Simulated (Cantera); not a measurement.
# Equilibrium for roasting and sulfation: MgCO3 + H2S + CO2

Input: 1 mol MgCO3, 4.5 mol H2S, 6.4 mol CO2, equilibrated at 1 atm.

These are equilibrium values from Cantera (NASA tables, ideal gas, pure condensed phases), not measurements of a reactor. Candidate condensed phases: C, C6H6, C7H8, C8H18, H2O, H2SO4, Mg, MgCO3, MgO, Mg(OH)2, MgS, MgSO4, S; 130 gas species. Gases not in the tables: S3 to S7. Rates play no part.

From 1200 K to 1525 K the condensed part is MgO(s).

```
T (K)  x CO2   x CO  x H2O   x H2S    x S2    x H2    x COS     x SO2  n MgO(s)
-----  -----  -----  -----  ------  ------  ------  -------  --------  --------
1200   0.431  0.121  0.143   0.178  0.0734  0.0292   0.0234  0.000872      1.00
1225   0.420  0.130  0.150   0.166  0.0788  0.0317   0.0218   0.00112      1.00
1250   0.409  0.139  0.157   0.155  0.0840  0.0341   0.0202   0.00142      1.00
1275   0.398  0.148  0.163   0.144  0.0890  0.0365   0.0187   0.00179      1.00
1300   0.388  0.157  0.169   0.133  0.0937  0.0389   0.0173   0.00225      1.00
1325   0.377  0.165  0.175   0.123  0.0981  0.0412   0.0160   0.00279      1.00
1350   0.368  0.173  0.181   0.114   0.102  0.0434   0.0147   0.00344      1.00
1375   0.358  0.181  0.186   0.105   0.106  0.0455   0.0136   0.00421      1.00
1400   0.349  0.189  0.190  0.0963   0.109  0.0475   0.0125   0.00511      1.00
1425   0.340  0.196  0.195  0.0886   0.112  0.0494   0.0115   0.00615      1.00
1450   0.331  0.203  0.198  0.0814   0.114  0.0512   0.0106   0.00735      1.00
1475   0.322  0.210  0.202  0.0748   0.117  0.0530  0.00983   0.00871      1.00
1500   0.314  0.217  0.205  0.0688   0.118  0.0547  0.00908    0.0102     1.000
1525   0.306  0.224  0.207  0.0633   0.120  0.0564  0.00840    0.0119     1.000
```
x: gas mole fraction; n: condensed amount in mol.
